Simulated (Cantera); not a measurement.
Charge: 1 mol SiF4, 0.22 mol NO, 41 mol N2, held at 700 K and 56000 Pa.

Cantera equilibrium calculation (NASA polynomials, part measured and part estimated; ideal gas, pure solids and liquids). Candidate condensed phases: Si, SiO2, Si2N2O, Si3N4; 28 gas species. The numbers say what is thermodynamically allowed, not how fast it happens.

Base state: N2 0.974, SiF4 0.0237, O2 0.00261 (mole fractions); condensed: gas only.

### Question
What changes in the equilibrium state with this change: SiF4 replaced by TEOS?

### Answer
```json
[
 {"species": "N2", "before": "0.974", "after": "0.830"},
 {"species": "H2", "before": "0", "after": "0.0906"},
 {"species": "CH4", "before": "0", "after": "0.0391"},
 {"species": "H2O", "before": "0", "after": "0.0330"},
 {"species": "SiF4", "before": "0.0237", "after": "0"},
 {"species": "CO2", "before": "0", "after": "0.00519"},
 {"species": "O2", "before": "0.00261", "after": "<1e-9"},
 {"species": "C(graphite), mol", "before": "0", "after": "5.73"},
 {"species": "SiO2(α-quartz), mol", "before": "0", "after": "1.00"}
]
```
The feed counts by its element totals alone. Further candidate phases: C, C6H6, C7H8, C8H18, H2O, SiC.

### Question
What changes in the equilibrium state with this change: 2 mol H2 added?

### Answer
```tsv
species	before	after
N2	0.974	0.931
H2	0	0.0403
SiF4	0.0237	0.0216
HF	0	0.00416
H2O	0	0.00290
O2	0.00261	<1e-9
NH3	0	4.09e-5
SiO2(α-quartz), mol	0	0.0459
```
Further candidate phases: H2O.
